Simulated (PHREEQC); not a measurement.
Solution (20 °C): 0.075 mol/kgw HF, 0.0031 mol/kgw (CH3)4NF, 0.001 mol/kgw H2SiF6 and 0.0048 mol/kgw HCl. Closed to the air; pH follows from the charge balance.

The numbers come from PHREEQC with the ion-association model, phreeqc.dat.

Each row changes one thing in this solution. This is a speciation only: nothing precipitates in the calculation.

| case | pH | ionic strength (mol/kgw) | HF (mol/kgw) | F- (mol/kgw) | HF2- (mol/kgw) | SI of Quartz (SiO2) |
|---|---|---|---|---|---|---|
| as made | 2.00 | 0.0151 | 0.0693 | 0.00581 | 0.00148 | -7.78 |
| (CH3)4NF from 0.0031 to 0.0155 mol/kgw | 2.27 | 0.0225 | 0.0727 | 0.0116 | 0.00311 | -8.48 |
| (CH3)4NF from 0.0031 to 0.031 mol/kgw | (withheld) | 0.0354 | 0.0726 | (withheld) | 0.00581 | -9.05 |
| HCl from 0.0048 to 0.00048 mol/kgw | 2.12 | 0.0125 | 0.0673 | 0.00724 | 0.00179 | -7.91 |
| diluted 5-fold with water | 2.46 | 0.00452 | 0.0125 | 0.00283 | 0.000131 | -4.83 |
| HF left out | 2.41 | 0.00823 | 0.00282 | 0.000588 | (withheld) | (withheld) |
| H2SiF6 from 0.001 to 0.002 mol/kgw | 1.96 | 0.0175 | 0.0701 | 0.00530 | 0.00137 | -7.42 |
| diluted 100-fold with water | 3.30 | 0.000550 | 0.000338 | 0.000501 | 6.24e-7 | -0.95 |
| temperature from 20 to 80 °C | 2.18 | 0.0115 | 0.0735 | 0.00282 | 0.000889 | -3.91 |

Q: What belongs in the gaps?

A: 
- (CH3)4NF from 0.0031 to 0.031 mol/kgw, pH: 2.53
- (CH3)4NF from 0.0031 to 0.031 mol/kgw, F- (mol/kgw): 0.0218
- HF left out, HF2- (mol/kgw): 6.09e-6
- HF left out, SI of Quartz (SiO2): -0.22

(CH3)4N+ isn't in the database: it is added as a free cation with an ion size of 4 Å. Away from 25 °C the constants follow the database's enthalpies or fits; those with neither stay at their 25 °C values. SiF6-2 is the database's only silicon fluoride.
